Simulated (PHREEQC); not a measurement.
Dissolve 0.16 mol CdSO4, 4.6e-05 mol KCl and 0.015 mol NiCl2 per kg of water at 25 °C. Closed to the air; pH follows from the charge balance.

All values are PHREEQC results (ion-association model, wateq4f.dat), not measurements.

```json
{
 "pH": "5.74",
 "ionic_strength": "0.300 mol/kgw"
}
```

```tsv
species	molality	activity	log γ
Cd+2	0.0604	0.0175	-0.538
CdSO4	0.0552	0.0591	0.030
SO4-2	0.0466	0.0117	-0.600
Cd(SO4)2-2	0.0262	0.00759	-0.538
CdCl+	0.0177	0.0130	-0.135
Cl-	0.0114	0.00779	-0.167
Ni+2	0.00922	0.00267	-0.538
NiSO4	0.00569	0.00610	0.030
```

No solid was allowed to form.
